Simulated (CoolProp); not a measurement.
Vapour pressure (MPa) of CF4 (R14): the reference equation beside estimates from Tc = -45.8 °C, pc = 3.762 MPa, ω = 0.178.

The numbers come from the reference Helmholtz-energy equation of state, Platzer 1990 in CoolProp. This equation is an older, rougher fit; its heat capacities, sound speeds and derivatives of the liquid may be far off and weren't checked against measurements.

```csv
T (°C),reference,Lee-Kesler,Redlich-Kwong,Soave-Redlich-Kwong,Peng-Robinson
-101.25,0.4836,0.4893,0.6097,0.4902,0.4858
-97.65,0.5736,0.5805,0.7127,0.5823,0.5765
-94.15,0.6725,0.6806,0.8239,0.6836,0.6762
-90.55,0.7869,0.7961,0.9503,?,0.7916
-86.95,0.9150,0.9252,1.089,0.9321,0.9211
-83.45,1.054,1.065,1.237,1.074,1.061
-79.85,1.212,1.224,1.403,1.236,1.222
-76.35,1.382,1.394,1.578,?,1.394
-72.75,1.575,1.587,1.773,1.607,1.589
-69.15,1.787,1.799,1.984,?,1.804
-65.65,2.012,2.025,2.204,2.052,2.033
-62.05,2.267,2.280,2.446,2.308,2.290
-58.45,2.545,2.558,2.705,2.587,?
```

Question: Complete the blanks.

Answer: 
- -90.55, Soave-Redlich-Kwong: 0.8008
- -76.35, Soave-Redlich-Kwong: 1.410
- -69.15, Soave-Redlich-Kwong: 1.823
- -58.45, Peng-Robinson: 2.570

Absolute difference from the reference over all 13 rows, mean and median: Lee-Kesler 0.9 and 1.0 %, Redlich-Kwong 15.9 and 15.8 %, Soave-Redlich-Kwong 1.8 and 1.9 %, Peng-Robinson 0.8 and 0.8 %.
